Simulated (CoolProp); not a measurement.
A single-stage vapour-compression cycle with sulfur hexafluoride: evaporating at 243.15 K (dew point), condensing at 301.15 K (bubble point), superheat 8 K, subcooling 0 K, compressor efficiency 0.9, no pressure losses. Each further row changes one setting.

Values from CoolProp's reference Helmholtz-energy equation of state, Guder 2009.

| case | cooling COP | pressure ratio | discharge temperature (K) | refrigerating effect (kJ/kg) | volumetric capacity (kJ/m³) |
|---|---|---|---|---|---|
| as stated | ___ | 5.15 | 311.2 | 46.1 | 1780 |
| evaporating temperature 248.15 K | 2.36 | ___ | 310.9 | 48.3 | 2200 |
| condensing temperature 296.15 K | 2.45 | ___ | 306.0 | 52.4 | 2020 |
| subcooling 5 K | 2.30 | 5.15 | 311.2 | 52.8 | 2030 |
| superheat 18 K | 2.14 | 5.15 | 319.5 | 52.5 | 1920 |
| compressor efficiency 0.8 | 1.79 | 5.15 | 314.1 | 46.1 | 1780 |

Q: Complete the blanks.

A: 
- as stated, cooling COP: 2.01
- evaporating temperature 248.15 K, pressure ratio: 4.34
- condensing temperature 296.15 K, pressure ratio: 4.58
